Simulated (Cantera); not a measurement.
A freely propagating, adiabatic, planar premixed flame of 10.2 % CH4, 20.4 % O2, 69.4 % N2, equivalence ratio 1.0, unburnt at 475 K and 5.00 bar; unity-Lewis-number transport, grid criteria slope 0.08 and curve 0.16, no radiation.

Detailed kinetics in Cantera: GRI-Mech 3.0 (53 species, 325 reactions). Unity Lewis numbers drop preferential diffusion, which matters most where H2 and H carry the flame. Burning velocities carry a grid error of a few per cent, more on coarse grids.

Q: Predict: laminar burning velocity; thermal thickness; peak x(HCN); peak x(CH2CO).

A: 
```
Item                         Result
------------------------  ---------
laminar burning velocity  45.3 cm/s
thermal thickness          0.110 mm
peak x(HCN)                 7.06e-6
peak x(CH2CO)              0.000138
```
